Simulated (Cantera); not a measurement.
Charge: 1 mol KCl, 0.16 mol O₂, 22 mol N₂, at 1573 K and 405 Torr.

These are equilibrium values from Cantera (NASA tables, ideal gas, pure condensed phases), not measurements of a reactor. Candidate condensed phases: K, KCl, KO₂, K₂O, K₂O₂; 17 gas species. The numbers say what is thermodynamically allowed, not how fast it happens.

Base state: N₂ 0.951, KCl 0.0412, O₂ 0.00675, K₂Cl₂ 0.001000, NO 0.000339 (mole fractions); condensed: gas only.

Q: What changes in the equilibrium state with this change: temperature from 1573 K to 1873 K?

A: 
```json
[
 {"species": "N₂", "before": "0.951", "after": "0.949"},
 {"species": "KCl", "before": "0.0412", "after": "0.0429"},
 {"species": "O₂", "before": "0.00675", "after": "0.00639"},
 {"species": "K₂Cl₂", "before": "0.001000", "after": "0.000121"},
 {"species": "O", "before": "1.17e-6", "after": "2.57e-5"},
 {"species": "K", "before": "5.89e-6", "after": "8.47e-5"},
 {"species": "Cl", "before": "5.95e-6", "after": "8.54e-5"},
 {"species": "NO", "before": "0.000339", "after": "0.00101"}
]
```
